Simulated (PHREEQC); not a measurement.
Solution (25 °C): 0.011 mol KHCO3 and 0.0018 mol NaOH per kg of water. Closed to the air; pH follows from the charge balance.

All values are PHREEQC results (Pitzer model, pitzer.dat), not measurements.

```
quantity                  before   after
------------------------  ------  ------
pH                          9.46    9.30
ionic strength (mol/kgw)  0.0146  0.0145
```

Which change was made?
A) NaOH left out
B) 0.0057 mol/kgw Na2CO3 added
C) temperature from 25 to 45 °C
D) diluted 2-fold with water
E) NaOH from 0.0018 to 0.0009 mol/kgw

C, temperature from 25 to 45 °C

This is a speciation only: nothing precipitates in the calculation. At this temperature some constants are extrapolated from 25 °C, and those without enthalpy data are left unchanged.
